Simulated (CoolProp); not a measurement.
Properties of normal hydrogen along the isobar 1160 kPa.

Values from CoolProp's reference Helmholtz-energy equation of state, Leachman 2009.

| T (K) | phase | cp (kJ/(kg K)) | expansivity (1/kK) | conductivity (mW/(m K)) |
|---|---|---|---|---|
| 22.1 | liquid | 10.22 | 16.74 | 106 |
| 38.8 | gas | 16.23 | 51.31 | 40.0 |
| 55.5 | gas | 11.95 | 22.41 | 46.7 |
| 72.2 | gas | 11.33 | 15.37 | 55.6 |
| 88.8 | gas | 11.37 | 11.92 | 64.9 |
| 105.5 | gas | 11.68 | 9.799 | 74.8 |
| 122.2 | gas | 12.08 | 8.348 | 85.3 |
| 138.9 | gas | 12.49 | 7.285 | 96.1 |
| 155.6 | gas | 12.86 | 6.470 | 107 |
| 172.3 | gas | 13.18 | 5.823 | 118 |

Thermal conductivity comes from a separate model (Assael 2011).
